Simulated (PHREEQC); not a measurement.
Dissolve 0.044 mol/kgw CuCl2 and 0.0013 mol/kgw Na2SO4 at 25 °C. Closed to the air; pH follows from the charge balance.

The numbers come from PHREEQC with the ion-association model, phreeqc.dat.

No solid was allowed to form.

Q: Estimate the pH, ionic strength.

A: pH 4.43; ionic strength 0.126 mol/kgw.

Q: In which forms is S present?

A: CuSO4 50 %, SO4-2 49 % of the S.

Species that the database lacks are ignored.
